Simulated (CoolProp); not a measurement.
Model: reference Helmholtz-energy equation of state, Lemmon 2006, in CoolProp. It is a short technical equation, of lower accuracy than the large ones.

For n-nonane, give the phase and the isothermal compressibility (1/MPa), fugacity coefficient at 422.8 K and 5.01 MPa.


- 422.8 K and 5.01 MPa: liquid; isothermal compressibility 0.00292, fugacity coefficient 0.0249
